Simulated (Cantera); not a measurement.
Ammonia decomposition in nitride growth gas

An isothermal, constant-pressure homogeneous reactor starts with 60.6 % NH3, 39.4 % H2, at 2073 K and 100000 Pa.

Cantera simulation using the gas-phase N/H chemistry of the illustrative SiF4/NH3 mechanism in the Surface Chemkin manual (1991); the numbers are that mechanism's predictions, not measurements. Walls and surfaces, which speed up NH3 decomposition in real reactors, are not modelled.

| t (s) | x NH3 | x H2 | x NH | x N2 | x N2H2 | x H | x N2H4 |
|---|---|---|---|---|---|---|---|
| 3.00e-5 | 0.605 | 0.394 | 6.16e-6 | 1.49e-5 | 1.05e-6 | 0.000141 | 1.07e-7 |
| 9.49e-5 | 0.603 | 0.395 | 2.06e-5 | 0.000527 | 5.05e-6 | 0.000265 | 3.75e-7 |
| 0.000300 | 0.594 | 0.401 | 2.20e-5 | 0.00320 | 5.42e-6 | 0.000280 | 3.95e-7 |
| 0.000949 | 0.568 | 0.419 | 2.18e-5 | 0.0114 | 5.07e-6 | 0.000297 | 3.71e-7 |
| 0.00300 | 0.495 | 0.470 | 2.12e-5 | 0.0342 | 4.16e-6 | 0.000347 | 3.07e-7 |
| 0.00949 | 0.333 | 0.581 | 1.91e-5 | 0.0846 | 2.44e-6 | 0.000485 | 1.79e-7 |
| 0.0300 | 0.120 | 0.728 | 1.37e-5 | 0.151 | 6.84e-7 | 0.000840 | 4.42e-8 |
| 0.0949 | 0.0115 | 0.802 | 5.09e-6 | 0.185 | 3.68e-8 | 0.00179 | 1.53e-9 |
| 0.300 | 0.000900 | 0.809 | 6.85e-7 | 0.188 | 4.70e-10 | 0.00236 | 1.60e-11 |
| 0.949 | 0.000204 | 0.809 | 1.58e-7 | 0.188 | 2.53e-11 | 0.00238 | <1e-12 |
| 3.00 | 5.92e-5 | 0.809 | 4.58e-8 | 0.188 | 2.76e-12 | 0.00238 | <1e-12 |
| 9.49 | 1.87e-5 | 0.809 | 1.45e-8 | 0.188 | <1e-12 | 0.00238 | <1e-12 |
| 30.0 | 7.44e-6 | 0.809 | 5.75e-9 | 0.188 | <1e-12 | 0.00238 | <1e-12 |
| 94.9 | 5.66e-6 | 0.809 | 4.37e-9 | 0.188 | <1e-12 | 0.00238 | <1e-12 |
| 300 | 5.63e-6 | 0.809 | 4.36e-9 | 0.188 | <1e-12 | 0.00238 | <1e-12 |
x: mole fraction; the columns are a selection and need not sum to one.

Equilibrium at this temperature and pressure: NH3 5.63e-6, H2 0.809, NH 4.36e-9, N2 0.188, N2H2 <1e-12, H 0.00238, N2H4 <1e-12 (gas phase only).
